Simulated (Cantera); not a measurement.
Feed: 1 mol Si2H6, 2.3 mol CO2, 21 mol N2, at 0.100 bar.

Cantera equilibrium calculation (NASA polynomials, part measured and part estimated; ideal gas, pure solids and liquids). Candidate condensed phases: C, C6H6, C7H8, C8H18, H2O, Si, SiC, SiO2, Si2N2O, Si3N4; 151 gas species. The feed counts by its element totals alone. N2 is the only nitrogen source here; it is nearly inert below about 1500 K, so the nitride shown seldom forms there in practice. Mutual solubility and eutectic melting of coexisting phases are not modelled. The tables hold silica as quartz up to 1696 K and as liquid above; real silica turns to tridymite and cristobalite and melts near 1996 K. Rates play no part.

x: gas mole fraction; n: condensed amount in mol.

| T (°C) | x N2 | x H2 | x CO | x SiO | x CH4 | x H2O | n C(graphite) | n SiO2(α-quartz) | n SiO2(β-quartz) | n Si2N2O(s) | n SiO2(condensed) |
|---|---|---|---|---|---|---|---|---|---|---|---|
| 227 | 0.915 | 0.0136 | 4.01e-6 | <1e-12 | 0.0464 | 0.0242 | 1.21 | 2.00 | 0 | 0 | 0 |
| 427 | 0.875 | 0.0960 | 0.00324 | <1e-12 | 0.00784 | 0.0133 | 1.93 | 2.00 | 0 | 0 | 0 |
| 627 | 0.855 | 0.121 | 0.0231 | <1e-12 | 0.000453 | 0.000677 | 1.71 | 0 | 2.00 | 0 | 0 |
| 827 | 0.854 | 0.122 | 0.0244 | ? | ? | ? | 1.70 | 0 | 2.00 | 0 | 0 |
| 1027 | 0.794 | 0.117 | 0.0893 | 1.04e-7 | 4.31e-6 | 2.35e-5 | 0 | 0 | 0.867 | 0.567 | 0 |
| 1227 | 0.794 | 0.117 | 0.0893 | ? | ? | ? | 0 | 0 | 0.866 | 0.567 | 0 |
| 1427 | 0.790 | 0.116 | 0.0887 | 0.00577 | 1.31e-8 | 5.53e-5 | 0 | 0 | 0 | 0.517 | 0.816 |
| 1627 | 0.749 | 0.106 | 0.0820 | 0.0610 | 4.10e-10 | 0.000242 | 0 | 0 | 0 | 0 | 0.292 |

**Question.** What belongs in the gaps?

**Answer.** 
- 1227, x SiO: 5.18e-5
- 1227, x CH4: 1.62e-7
- 1227, x H2O: 3.86e-5
- 827, x SiO: 9.62e-12
- 827, x CH4: 5.33e-5
- 827, x H2O: 2.65e-5
